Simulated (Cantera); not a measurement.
A closed system holds: 1 mol CCl4, 0.025 mol CH4.

Cantera equilibrium calculation (NASA polynomials, part measured and part estimated; ideal gas, pure solids and liquids). Candidate condensed phases: C, C6H6, C7H8, C8H18; 91 gas species. Rates play no part.

Stable condensed phases, one row left out:

```
T in K \ P in Pa
              1    3.2     10     32    100    320   1000   3200  10000  32000 100000
   3123       A      A      A      A      A      A      A      B      B      B      B
   3023       A      A      A      A      A      A      B      B      B      B      B
   2823       A      A      A      A      B      B      B      B      B      B      B
   2723       A      A      A      B      B      B      B      B      B      B      B
   2623       A      A      B      B      B      B      B      B      B      B      B
   2523       A      B      B      B      B      B      B      B      B      B      B
   2423       B      B      B      B      B      B      B      B      B      B      B
   2323       B      B      B      B      B      B      B      B      B      B      B
```

A: gas only; B: C.

Question: Give the row for 2923 K.

Answer: 1: gas only; 3.2: gas only; 10: gas only; 32: gas only; 100: gas only; 320: C; 1000: C; 3200: C; 10000: C; 32000: C; 100000: C.
